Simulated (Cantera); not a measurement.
An isothermal, constant-pressure homogeneous reactor starts with CH₄ : N₂ : H₂O = 1 : 67 : 0.21 (molar parts), at 1873 K and 0.0148 atm.

Detailed kinetics in Cantera: GRI-Mech 3.0 (53 species, 325 reactions). GRI-Mech 3.0 stops at C3 and has no aromatics, soot or wall deposition, so with more carbon than oxygen in the feed, carbon stays in small species such as C2H2 where larger ones or solid carbon would form. Radical loss at walls, strong at low pressure, is not modelled.

Q: Predict: x(CH₄) at 4.00 s; x(C₂H₄) at 4.00 s; x(H₂) at 4.00 s; x(C₂H) at 4.00 s; x(HCN) at 4.00 s.

A: 
| Item | Value |
|---|---|
| x(CH₄) at 4.00 s | 6.13e-5 (gas-phase equilibrium 3.63e-8) |
| x(C₂H₄) at 4.00 s | 2.11e-7 (gas-phase equilibrium 1.62e-9) |
| x(H₂) at 4.00 s | 0.0246 (gas-phase equilibrium 0.0257) |
| x(C₂H) at 4.00 s | 1.22e-6 (gas-phase equilibrium 1.14e-7) |
| x(HCN) at 4.00 s | 0.000300 (gas-phase equilibrium 0.0108) |
